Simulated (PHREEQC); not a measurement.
A PHREEQC speciation (ion-association model, phreeqc.dat) at 80 °C gives pH 3.18 and these molalities:

| species | mol/kgw |
|---|---|
| Cu+2 | 0.0553 |
| CuSO4 | 0.0536 |
| SO4-2 | 0.0517 |
| HF | 0.00506 |
| HSO4- | 0.00473 |
| F- | 0.00268 |
| H3BO3 | 0.00200 |
| CuF+ | 0.00110 |
| BF4- | 0.00108 |
| H+ | 0.000856 |
| BF2(OH)2- | 0.000415 |
| BF3OH- | 0.000234 |
| HF2- | 5.74e-5 |
| Cu2(OH)2+2 | 9.18e-6 |
| BF(OH)3- | 3.43e-6 |
| CuOH+ | 3.42e-7 |
| H2BO3- | 5.93e-9 |

Task: What are the element totals, and what could have been dissolved in 1 kg of water to give them?

Result: This is not unique; one that fits is totals B 0.00373, Cu(2) 0.110, F 0.0148, S(6) 0.110 mol/kgw, from 110 mmol/kgw CuSO4, 3.7 mmol/kgw HBF4 and 0.031 mmol/kgw H3BO3.

Precipitation was switched off in this run. Species that the database lacks are ignored. At this temperature some constants are extrapolated from 25 °C, and those without enthalpy data are left unchanged. Real BF4- forms and hydrolyses slowly; the run takes it at equilibrium.
